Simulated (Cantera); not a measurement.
Carbon deposition, reforming and gasification: C2H6 + NH3 + O2

Charge: 1 mol C2H6, a varied amount of NH3, 0.71 mol O2, equilibrated at 2602 °C and 9.70 bar.

Equilibrium computed with Cantera from the NASA thermochemical tables; the gas is ideal and each condensed phase is pure. Candidate condensed phases: C, C6H6, C7H8, C8H18, H2O; 136 gas species. The numbers say what is thermodynamically allowed, not how fast it happens.

From 0.3 mol NH3 to 0.87 mol NH3 the condensed part is C(graphite). From 1.1 mol NH3 to 2.5 mol NH3 nothing is condensed. The main C-bearing gas is CO throughout.

```tsv
n(NH3) (mol)	x H2	x CO	x N2	x HCN	x H	x C2H2 (acetylene)	n C(graphite)
0.3	0.626	0.279	0.0192	0.0175	0.0269	0.0267	0.188
0.37	0.627	0.272	0.0239	0.0195	0.0269	0.0267	0.164
0.46	0.627	0.262	0.0297	0.0218	0.0269	0.0267	0.135
0.57	0.628	0.252	0.0364	0.0241	0.0269	0.0267	0.101
0.7	0.629	0.241	0.0438	0.0265	0.0269	0.0268	0.0611
0.87	0.630	0.227	0.0526	0.0291	0.0270	0.0268	0.0111
1.1	0.636	0.212	0.0641	0.0304	0.0271	0.0240	0
1.3	0.641	0.200	0.0733	0.0307	0.0272	0.0215	0
1.6	0.648	0.184	0.0855	0.0308	0.0273	0.0185	0
2	0.655	0.166	0.0993	0.0303	0.0275	0.0154	0
2.5	0.662	0.149	0.114	0.0293	0.0276	0.0126	0
```
x: gas mole fraction; n: condensed amount in mol.
